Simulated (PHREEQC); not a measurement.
Dissolve 29 mmol/kgw Cu(NO3)2 and 1 mmol/kgw Na3PO4 at 20 °C. Closed to the air; pH follows from the charge balance.

Equilibrium calculation in PHREEQC: ion-association model, wateq4f.dat.

No solid was allowed to form.

**Question.** Order these Cu species by the share of Cu that they hold, largest first: Cu2(OH)2+2, Cu+2, CuOH+.

**Answer.** Cu+2 (93 %), Cu2(OH)2+2 (6.4 %), CuOH+ (0.16 %)

The pH is 5.52 and the ionic strength 0.0871 mol/kgw. The solution is supersaturated, for example in Cu3(PO4)2:3H2O, Cu2(OH)3NO3, so a real one may precipitate; this is no full list. Species that the database lacks are ignored. H3PO4, which wateq4f.dat lacks, is added to it with the constant of phreeqc.dat. The database has no phosphate complexes of Cu.
